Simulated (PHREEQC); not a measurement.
Consider water at 80 °C with 0.046 mol Cu(NO3)2, 0.0003 mol H2SO4 and 0.11 mol KCl per kg of water. It is in equilibrium with CO2 at log p = -3.4 (atm). Otherwise closed; pH follows from the charge balance.

All values are PHREEQC results (ion-association model, phreeqc.dat), not measurements.

Precipitation was switched off in this run.

Q: Order these S species by the share of S that they hold, largest first: SO4-2, HSO4-, KSO4-, CuSO4.

A: SO4-2 (50 %), CuSO4 (26 %), KSO4- (21 %), HSO4- (3.3 %)

Q: Order these Cl species by the share of Cl that they hold, largest first: CuCl2, Cl-, CuCl+.

A: Cl- (82 %), CuCl+ (17 %), CuCl2 (1.2 %)

The pH is 3.33 and the ionic strength 0.210 mol/kgw. At this temperature some constants are extrapolated from 25 °C, and those without enthalpy data are left unchanged.
